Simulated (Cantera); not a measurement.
A Cantera script and its output.

```python
import numpy as np
import cantera as ct

gas = ct.Solution("gri30.yaml")
gas.TPX = 1525, 500000, {'CH4': 1, 'H2O': 1, 'H2': 0.3}
reactor = ct.IdealGasConstPressureReactor(gas, energy="off", clone=False)
net = ct.ReactorNet([reactor])
net.rtol, net.atol = 1e-08, 1e-18
show = ['CH4', 'H2O', 'H2', 'CH2O', 'C2H', 'O']
times = np.geomspace(5e-06, 10, 9)

steps = ct.SolutionArray(gas, extra=["t"])
rows = []
print(f"{'t/s':>10s}{'T/K':>9s}{'P/Pa':>11s}" + "".join(f"{s:>11s}" for s in show))
for t in times:
    while net.time < t:
        t_next = net.step()
        steps.append(gas.state, t=t_next)
    rows.append([np.interp(t, steps.t, y) for y in (steps.T, steps.P, *steps(*show).X.T)])
    print(f"{t:10.3e}{rows[-1][0]:9.1f}{rows[-1][1]:11.4g}" + "".join(f"{x:11.3e}" for x in rows[-1][2:]))
rate = np.gradient(steps.T, steps.t)
print("integrator steps:", len(steps.t))
if steps.T.max() > steps.T[0] + 200:
    print(f"time of steepest temperature rise: {steps.t[rate.argmax()]:.4e} s")
gas.TPX = 1525, 500000, {'CH4': 1, 'H2O': 1, 'H2': 0.3}
gas.equilibrate("TP")
print(f"equilibrium (TP): T = {gas.T:.1f} K  " + "  ".join(f"{s} {gas[s].X[0]:.3e}" for s in show))
```

Result:

```
       t/s      T/K       P/Pa        CH4        H2O         H2       CH2O        C2H          O
 5.000e-06   1525.0      5e+05  4.348e-01  4.348e-01  1.304e-01  7.023e-11  2.044e-21  4.432e-14
 3.066e-05   1525.0      5e+05  4.347e-01  4.348e-01  1.305e-01  1.050e-08  2.047e-17  7.906e-13
 1.880e-04   1525.0      5e+05  4.341e-01  4.347e-01  1.308e-01  2.485e-07  9.444e-15  1.450e-12
 1.153e-03   1525.0      5e+05  4.306e-01  4.343e-01  1.332e-01  2.330e-06  2.225e-12  2.498e-12
 7.071e-03   1525.0      5e+05  4.080e-01  4.287e-01  1.527e-01  2.875e-06  1.340e-10  2.448e-12
 4.336e-02   1525.0      5e+05  3.095e-01  3.993e-01  2.452e-01  1.829e-06  1.084e-09  1.507e-12
 2.659e-01   1525.0      5e+05  1.864e-01  3.507e-01  3.687e-01  9.864e-07  2.226e-09  1.240e-12
 1.631e+00   1525.0      5e+05  1.789e-01  2.780e-01  4.313e-01  6.118e-07  1.312e-09  1.098e-12
 1.000e+01   1525.0      5e+05  1.408e-01  1.645e-01  5.457e-01  3.206e-07  3.595e-10  7.315e-13
integrator steps: 1200
equilibrium (TP): T = 1525.0 K  CH4 3.020e-03  H2O 2.723e-03  H2 7.633e-01  CH2O 3.845e-07  C2H 5.196e-14  O 1.076e-14
```

Detailed kinetics in Cantera: GRI-Mech 3.0 (53 species, 325 reactions).
